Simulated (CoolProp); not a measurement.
1,2-dichloroethane along the isotherm 500 K: fugacity coefficient from the reference equation and from simpler models built on Tc = 561.6 K, pc = 5.226 MPa, ω = 0.269; each cubic takes its own stable root.

Values from CoolProp's reference Helmholtz-energy equation of state, Thol 2015.

| p (MPa) | phase | reference |
|---|---|---|
| 0.653 | gas | 0.9370 |
| 1.31 | gas | 0.8741 |
| 1.96 | gas | 0.8116 |
| 2.61 | liquid | 0.6750 |
| 3.27 | liquid | 0.5485 |
| 3.92 | liquid | 0.4657 |
| 4.57 | liquid | 0.4065 |
| 5.23 | liquid | 0.3616 |
| 5.88 | liquid | 0.3272 |
| 6.53 | liquid | 0.2998 |
| 7.19 | liquid | 0.2770 |
| 7.84 | liquid | 0.2584 |

Question: How far does each simpler model (Redlich-Kwong, Soave-Redlich-Kwong, Peng-Robinson) lie from the reference over these 12 states: mean and median of the absolute difference, and the worst?

Answer: 
- Redlich-Kwong: mean 12.3 %, median 15.4 %, worst +18.0 % at 500 K and 7.84 MPa
- Soave-Redlich-Kwong: mean 3.2 %, median 3.7 %, worst +5.5 % at 500 K and 7.84 MPa
- Peng-Robinson: mean 0.5 %, median 0.4 %, worst -1.0 % at 500 K and 1.96 MPa

At some of these states Redlich-Kwong gives the other phase, because its saturation line lies elsewhere.
